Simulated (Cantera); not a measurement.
An isothermal, constant-pressure homogeneous reactor starts with CH4 : H2 = 0.012 : 1 (molar parts), at 2450 K and 0.133 bar. Integrator tolerance rtol = 1e-08.

Detailed kinetics in Cantera: GRI-Mech 3.0 (53 species, 325 reactions). GRI-Mech 3.0 stops at C3 and has no aromatics, soot or wall deposition, so with more carbon than oxygen in the feed, carbon stays in small species such as C2H2 where larger ones or solid carbon would form.

Q: What does this change do: 0.0046 parts N2 added?

A: 
```
quantity                                            before                                    after
-----------------  ---------------------------------------  ---------------------------------------
x(CH4) at 60.0 s   1.57e-5 (gas-phase equilibrium 1.59e-5)  1.40e-5 (gas-phase equilibrium 1.36e-5)
x(H2) at 60.0 s        0.941 (gas-phase equilibrium 0.941)      0.936 (gas-phase equilibrium 0.936)
x(CH2) at 60.0 s   1.48e-6 (gas-phase equilibrium 1.50e-6)  1.33e-6 (gas-phase equilibrium 1.29e-6)
x(C2H4) at 60.0 s  6.16e-7 (gas-phase equilibrium 6.16e-7)  4.97e-7 (gas-phase equilibrium 4.55e-7)
x(C2H) at 60.0 s   2.08e-5 (gas-phase equilibrium 2.08e-5)  1.69e-5 (gas-phase equilibrium 1.55e-5)
x(C2H2) at 60.0 s  0.00566 (gas-phase equilibrium 0.00566)  0.00459 (gas-phase equilibrium 0.00420)
x(H) at 60.0 s       0.0538 (gas-phase equilibrium 0.0538)    0.0536 (gas-phase equilibrium 0.0536)
```
